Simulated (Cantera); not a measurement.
Reactions in the system H-N-O-Zr

Cantera with NASA thermochemical tables; ideal gases at 1 bar, condensed phases pure. Values are per mole of reaction as written; species without (g) are pure solids or liquids, kept so even where they would boil at 1 bar. ZrN: taken at fixed stoichiometry.

NO₂(g) + 4 H₂O(g) + ZrO₂ ⇌ ZrN + 8 OH(g)

| T (K) | ΔH° (kJ) | ΔS° (J/K) | ΔG° (kJ) | log10 K |
|---|---|---|---|---|
| 1498 | 1989.6 | 491.8 | 1253.0 | -43.69 |
| 1548 | 1989.6 | 491.8 | 1228.4 | -41.45 |
| 1598 | 1989.6 | 491.8 | 1203.8 | -39.35 |
| 1648 | 1989.6 | 491.8 | 1179.2 | -37.37 |
| 1698 | 1989.6 | 491.8 | 1154.6 | -35.52 |
| 1748 | 1989.6 | 491.7 | 1130.0 | -33.77 |
| 1798 | 1989.5 | 491.7 | 1105.4 | -32.11 |
| 1848 | 1989.5 | 491.7 | 1080.8 | -30.55 |
| 1898 | 1989.4 | 491.7 | 1056.3 | -29.07 |
